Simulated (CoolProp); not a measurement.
Model: reference Helmholtz-energy equation of state, Span 1996, in CoolProp.

Question: Give the vapour pressure (MPa), vapour Z, surface tension (mN/m), liquid viscosity (µPa s) of saturated carbon dioxide at -47.65, -8.55, 4.55 °C.

Answer: 
```json
[
 {"T (°C)": "-47.65", "p (MPa)": "0.750", "vapour Z": "0.896", "surface tension (mN/m)": "14.4", "liquid viscosity (µPa s)": "218"},
 {"T (°C)": "-8.55", "p (MPa)": "2.76", "vapour Z": "0.741", "surface tension (mN/m)": "6.09", "liquid viscosity (µPa s)": "116"},
 {"T (°C)": "4.55", "p (MPa)": "3.92", "vapour Z": "0.662", "surface tension (mN/m)": "3.67", "liquid viscosity (µPa s)": "92.6"}
]
```

Viscosity comes from a separate model (Laesecke 2017). Surface tension comes from a separate correlation (Mulero 2012).
